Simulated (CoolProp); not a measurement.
Ethanol along the isotherm 620 K: density (kg/m³) from the reference equation and from simpler models built on Tc = 514.7 K, pc = 62.68 bar, ω = 0.644; each cubic takes its own stable root.

The numbers come from the reference Helmholtz-energy equation of state, Schroeder 2014 in CoolProp.

```json
[
 {"p (bar)": "6.72", "phase": "gas", "reference": "6.085"},
 {"p (bar)": "13.4", "phase": "gas", "reference": "12.30"},
 {"p (bar)": "20.1", "phase": "gas", "reference": "18.71"},
 {"p (bar)": "26.9", "phase": "gas", "reference": "25.40"},
 {"p (bar)": "33.6", "phase": "gas", "reference": "32.21"},
 {"p (bar)": "40.3", "phase": "gas", "reference": "39.24"},
 {"p (bar)": "47", "phase": "gas", "reference": "46.51"},
 {"p (bar)": "53.7", "phase": "gas", "reference": "54.05"},
 {"p (bar)": "60.4", "phase": "gas", "reference": "61.88"},
 {"p (bar)": "67.2", "phase": "supercritical", "reference": "70.17"},
 {"p (bar)": "73.9", "phase": "supercritical", "reference": "78.71"},
 {"p (bar)": "80.6", "phase": "supercritical", "reference": "87.66"},
 {"p (bar)": "87.3", "phase": "supercritical", "reference": "97.06"},
 {"p (bar)": "94", "phase": "supercritical", "reference": "107.0"}
]
```

Q: How far does each simpler model (van der Waals, Redlich-Kwong, Soave-Redlich-Kwong, Peng-Robinson) lie from the reference over these 14 states: mean and median of the absolute difference, and the worst?

A: 
- van der Waals: mean 9.4 %, median 7.9 %, worst +22.7 % at 620 K and 94 bar
- Redlich-Kwong: mean 8.0 %, median 7.6 %, worst +16.1 % at 620 K and 94 bar
- Soave-Redlich-Kwong: mean 0.9 %, median 1.0 %, worst +1.4 % at 620 K and 53.7 bar
- Peng-Robinson: mean 3.2 %, median 3.6 %, worst +4.5 % at 620 K and 67.2 bar
